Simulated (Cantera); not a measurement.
## Diamond growth

A diamond (100) surface in a fixed gas of H2 with x(CH4) = 0.014, x(H) = 0.0016, at 948 K, 0.0110 bar; coverages are run to steady state.

Model: the Harris–Goodwin 1993 mechanism for the reconstructed diamond (100) surface, integrated in Cantera.

| x(CH3) | growth (µm/h) | θ c6HH | θ c6H* | θ c6*H | θ c6** | θ c6HM |
|---|---|---|---|---|---|---|
| 1e-06 | 0.00394 | 0.646 | 0.0139 | 0.333 | 0.00642 | 0.000370 |
| 2.5e-06 | 0.00984 | 0.646 | 0.0139 | 0.333 | 0.00642 | 0.000924 |
| 6.3e-06 | 0.0247 | 0.645 | 0.0139 | 0.332 | 0.00640 | 0.00232 |
| 1.6e-05 | 0.0625 | 0.642 | 0.0138 | 0.331 | 0.00636 | 0.00587 |
| 4e-05 | 0.154 | 0.634 | 0.0137 | 0.327 | 0.00627 | 0.0145 |
| 0.0001 | 0.374 | 0.617 | 0.0133 | 0.318 | 0.00604 | 0.0351 |
| 0.00025 | 0.868 | 0.579 | 0.0124 | 0.297 | 0.00552 | 0.0816 |
| 0.00064 | 1.88 | 0.500 | 0.0107 | 0.255 | 0.00449 | 0.177 |
| 0.0016 | 3.40 | 0.380 | 0.00803 | 0.192 | 0.00298 | 0.321 |
θ: site fractions in the mechanism's names (c6HH fully hydrogenated, c6H* and c6*H radical sites, c6** diradical, c6HM methylated).
